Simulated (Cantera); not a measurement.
An isothermal, constant-pressure homogeneous reactor starts with H2 : O2 = 0.19 : 1 (molar parts), equivalence ratio 0.095, at 1400 K and 20.0 Torr.

Model: the H2/O2 subset of GRI-Mech 3.0, which has no nitrogen chemistry, integrated in Cantera. Radical loss at walls, strong at low pressure, is not modelled. The temperature is held fixed by assumption; the heat of reaction is taken as removed at once.

One state of this run: x H2 = 6.52e-5; x O2 = 0.825; x H2O = 0.173; x OH = 0.00156; x H2O2 = 5.99e-8. x: mole fraction; the columns are a selection and need not sum to one.

Task: Which value of t (s) does it belong to?
A) 70.0
B) 0.00159
C) 0.0775
D) 10.0

Result: C, 0.0775
